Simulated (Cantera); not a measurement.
**Hydrocarbon pyrolysis for carbon deposition**

An isothermal, constant-pressure homogeneous reactor starts with 0.990 % C3H8, 99.0 % H2, at 1100 K and 2.25 Torr.

Cantera simulation using GRI-Mech 3.0 (53 species, 325 reactions); the numbers are that mechanism's predictions, not measurements. GRI-Mech 3.0 was tuned for natural gas; its chemistry of propane as a main component is partial and can be far from experiment. GRI-Mech 3.0 stops at C3 and has no aromatics, soot or wall deposition, so with more carbon than oxygen in the feed, carbon stays in small species such as C2H2 where larger ones or solid carbon would form. Radical loss at walls, strong at low pressure, is not modelled.

```tsv
t (s)	x C3H8	x H2	x CH3	x H	x C2H	x CH4	x CH2
9.00e-6	0.00990	0.990	4.09e-9	2.40e-11	<1e-12	1.29e-11	<1e-12
5.90e-5	0.00990	0.990	2.63e-8	1.00e-9	<1e-12	5.45e-10	<1e-12
0.000386	0.00990	0.990	1.59e-7	3.61e-8	<1e-12	2.20e-8	<1e-12
0.00253	0.00990	0.990	1.02e-6	6.89e-7	<1e-12	8.75e-7	<1e-12
0.0166	0.00985	0.990	8.47e-6	5.78e-6	<1e-12	4.69e-5	2.02e-11
0.109	0.00791	0.988	4.71e-5	3.82e-5	<1e-12	0.00194	7.81e-10
0.711	0.000105	0.980	1.05e-5	5.17e-5	<1e-12	0.00985	2.15e-10
4.66	1.02e-7	0.980	1.35e-6	7.19e-6	<1e-12	0.0100	3.94e-12
30.5	7.44e-10	0.980	3.52e-7	1.87e-6	<1e-12	0.0101	<1e-12
200	5.08e-10	0.980	3.23e-7	1.71e-6	<1e-12	0.0101	<1e-12
```
x: mole fraction; the columns are a selection and need not sum to one.

Equilibrium at this temperature and pressure: C3H8 1.12e-11, H2 0.972, CH3 2.41e-7, H 4.68e-7, C2H <1e-12, CH4 0.0273, CH2 <1e-12 (gas phase only).
